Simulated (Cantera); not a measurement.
An isothermal, constant-pressure homogeneous reactor starts with C₂H₄ : H₂ = 1.3 : 25 (molar parts), at 1575 K and 100000 Pa.

Cantera simulation using GRI-Mech 3.0 (53 species, 325 reactions); the numbers are that mechanism's predictions, not measurements. GRI-Mech 3.0 was tuned for natural gas; its chemistry of ethylene as a main component is partial and can be far from experiment. GRI-Mech 3.0 stops at C3 and has no aromatics, soot or wall deposition, so with more carbon than oxygen in the feed, carbon stays in small species such as C2H2 where larger ones or solid carbon would form.

One state of this run: x C₂H₄ = 0.0463; x H₂ = 0.951; x C₂H₂ = 0.00291; x CH₄ = 6.91e-5; x C₂H = 3.41e-10; x CH₂ = 5.96e-10. x: mole fraction; the columns are a selection and need not sum to one.

Question: Which value of t (s) does it belong to?
(A) 7.02
(B) 0.000199
(C) 0.000568
(D) 0.865

Answer: C, 0.000568
